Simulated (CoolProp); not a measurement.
The fluid at 330.14 K and 1.29 MPa flows at 0.06 m/s in a round tube of 1 mm bore and 45 µm roughness, fully developed (64/Re and Nu = 3.66 if laminar; Colebrook and Gnielinski if turbulent). The same conditions are run with several fluids, on thermodynamics alone (safety and materials aside).

The numbers come from the reference Helmholtz-energy equation of state of each fluid (nitrogen: Span 2000; R22: Kamei 1995; methane: Setzmann 1991; CF4 (R14): Platzer 1990; R507A: Lemmon 2003) in CoolProp. The equations of Platzer and Polt are older, rougher fits. Blends and air are pseudo-pure fits.

### Question
Rank nitrogen, R22, methane, CF4 (R14), R507A by Reynolds number, highest first.

### Answer
R507A (236), R22 (185), CF4 (R14) (132), nitrogen (40.7), methane (37.2)

```tsv
fluid	Darcy friction factor	pressure drop (Pa/m)	heat-transfer coefficient (W/(m² K))	mass flow (kg/h)
nitrogen	1.57	37.2	104	0.00223
R22	0.345	29.6	52.4	0.00809
methane	1.72	23.7	144	0.00130
CF4 (R14)	0.484	37.2	69.7	0.00724
R507A	0.272	27.1	63.5	0.00941
```

Transport values come from each fluid's own correlations; those of R22, CF4 (R14) are estimates that may be off by 10 % or more.
